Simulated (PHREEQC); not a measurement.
Dissolve 0.0065 mol CuSO4 and 0.064 mol KCl per kg of water at 20 °C. Closed to the air; pH follows from the charge balance.

Equilibrium calculation in PHREEQC: ion-association model, wateq4f.dat.

Each row changes one thing in this solution. No solid was allowed to form.

```csv
case,pH,ionic strength (mol/kgw)
as made,5.05,0.0845
CuSO4 left out,7.07,0.0640
KCl from 0.064 to 0.128 mol/kgw,5.07,0.148
KCl from 0.064 to 0.0064 mol/kgw,5.02,0.0262
KCl from 0.064 to 0.32 mol/kgw,5.12,0.339
```

Some of these states are supersaturated (in Atacamite, Brochantite, Antlerite, for instance).
